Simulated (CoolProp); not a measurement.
Vapour pressure (kPa) of R115: the reference equation beside estimates from Tc = 353.1 K, pc = 3129 kPa, ω = 0.248. Clausius-Clapeyron is anchored at 210.9 K with a constant enthalpy of vaporisation of 20.64 kJ/mol.

The numbers come from the reference Helmholtz-energy equation of state, Lemmon 2016 in CoolProp.

| T (K) | reference | Clausius-Clapeyron | van der Waals | Soave-Redlich-Kwong | Peng-Robinson |
|---|---|---|---|---|---|
| 201.7 | 18.25 | 18.53 | 203.5 | 17.96 | 18.57 |
| 204.7 | … | 22.20 | 222.2 | 21.65 | 22.31 |
| 207.8 | 26.49 | 26.60 | 242.9 | 26.11 | 26.80 |
| 210.9 | 31.70 | 31.70 | 264.8 | 31.27 | 32.00 |
| 213.9 | 37.50 | 37.39 | 287.2 | … | 37.77 |
| 217 | 44.36 | 44.13 | 311.7 | 43.85 | 44.59 |
| 220 | 51.91 | 51.58 | 336.8 | 51.37 | 52.10 |
| 223.1 | 60.75 | 60.34 | 364.0 | 60.18 | 60.88 |
| 226.2 | 70.74 | 70.28 | 392.7 | 70.15 | 70.80 |
| 229.2 | 81.59 | 81.14 | 421.9 | 81.01 | 81.57 |
| 232.3 | 94.14 | 93.75 | 453.6 | 93.57 | 94.02 |
| 235.3 | 107.7 | 107.4 | 485.6 | 107.1 | 107.4 |
| 238.4 | 123.2 | 123.2 | 520.3 | … | 122.9 |
| 241.5 | 140.4 | 140.9 | 556.6 | 140.0 | 139.9 |

Complete the blanks.


- 204.7, reference: 21.99
- 213.9, Soave-Redlich-Kwong: 37.03
- 238.4, Soave-Redlich-Kwong: 122.7

Absolute difference from the reference over all 14 rows, mean and median: Clausius-Clapeyron 0.5 and 0.5 %, van der Waals 572.7 and 524.0 %, Soave-Redlich-Kwong 1.0 and 1.0 %, Peng-Robinson 0.6 and 0.4 %.
